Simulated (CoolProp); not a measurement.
Vinyl chloride at several states: Z from the reference equation and from simpler models built on Tc = 425.0 K, pc = 5600 kPa, ω = 0.160; each cubic takes its own stable root.

Model: reference Helmholtz-energy equation of state, Thol 2022, in CoolProp.

```tsv
T (K)	p (kPa)	phase	reference	van der Waals	Redlich-Kwong	Soave-Redlich-Kwong	Peng-Robinson
285.6	1550	liquid	0.04410	[?]	0.04816	0.04723	[?]
285.7	287	liquid	0.008185	0.9602	0.9449	[?]	[?]
422.9	50.5	gas	0.9970	0.9973	0.9969	0.9969	0.9965
276.1	9740	liquid	[?]	[?]	0.3000	0.2956	[?]
```

Q: Fill in the missing entries.

A: 
- 285.6, van der Waals: 0.07017
- 285.6, Peng-Robinson: 0.04176
- 285.7, Soave-Redlich-Kwong: 0.008778
- 285.7, Peng-Robinson: 0.007757
- 276.1, reference: 0.2775
- 276.1, van der Waals: 0.4313
- 276.1, Peng-Robinson: 0.2622

At some of these states van der Waals, Redlich-Kwong gives the other phase, because its saturation line lies elsewhere.
